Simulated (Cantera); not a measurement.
**Adiabatic ignition**

An adiabatic, constant-pressure homogeneous reactor starts with H₂ : O₂ : N₂ : NO = 1 : 0.278 : 1.04 : 0.0024 (molar parts), at 1575 K and 10.0 bar.

Detailed kinetics in Cantera: GRI-Mech 3.0 (53 species, 325 reactions). The hydrogen kinetics of GRI-Mech 3.0 are dated; newer H2 mechanisms differ, most at raised pressure. Above 3000 K some thermodynamic fits are extrapolated.

```csv
t (s),T (K),x H₂,x O₂,x NO,x H,x H₂O₂
2.00e-6,2657,0.193,0.00214,0.00116,0.0648,7.13e-7
6.54e-6,2997,0.207,0.000446,0.00125,0.0273,3.15e-7
2.14e-5,3022,0.208,0.000355,0.00134,0.0245,2.72e-7
7.00e-5,3021,0.208,0.000353,0.00150,0.0245,2.71e-7
0.000229,3020,0.208,0.000351,0.00159,0.0244,2.70e-7
0.000749,3020,0.208,0.000351,0.00160,0.0244,2.70e-7
0.00245,3020,0.208,0.000351,0.00160,0.0244,2.70e-7
0.00801,3020,0.208,0.000351,0.00160,0.0244,2.70e-7
0.0262,3020,0.208,0.000351,0.00160,0.0244,2.70e-7
0.0857,3020,0.208,0.000351,0.00160,0.0244,2.70e-7
0.280,3020,0.208,0.000351,0.00160,0.0244,2.70e-7
0.917,3020,0.208,0.000351,0.00160,0.0244,2.70e-7
3.00,3020,0.208,0.000351,0.00160,0.0244,2.70e-7
```
x: mole fraction; the columns are a selection and need not sum to one.

* **time of steepest temperature rise**: 1.18 µs
* **temperature at 3.00 s**: 3020 K
* **equilibrium temperature**: 3020 K
* **x(H₂) at 3.00 s**: 0.208 (gas-phase equilibrium 0.208)
* **x(O₂) at 3.00 s**: 0.000351 (gas-phase equilibrium 0.000351)
* **x(NO) at 3.00 s**: 0.00160 (gas-phase equilibrium 0.00160)
